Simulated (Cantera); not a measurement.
A jet of 1.96 % H₂, 7.13 % O₂, 90.9 % N₂ at 300 K and 12000 Pa hits a platinum plate 6.7 cm away at a mass flux of 0.12 kg/m²/s; the plate temperature is set and raised in steps from an oxygen-covered start.

Model: Deutschmann's 1995 Pt surface mechanism with GRI-Mech 3.0 gas chemistry, integrated in Cantera. Catalytic surfaces can have several steady states; this one follows from the mechanism file's or the stated starting coverage.

One state of this run: wall x H₂ = 0.00137; wall x O₂ = 0.0519; wall x H₂O = 0.0349; wall x OH = <1e-8; θ free Pt = 0.0804; θ O* = 0.917; θ OH* = 0.00251. x: mole fraction at the wall; θ: surface coverage.

Question: Which value of plate T (K) does it belong to?
A. 600
B. 550
C. 750
D. 650

Answer: C, 750
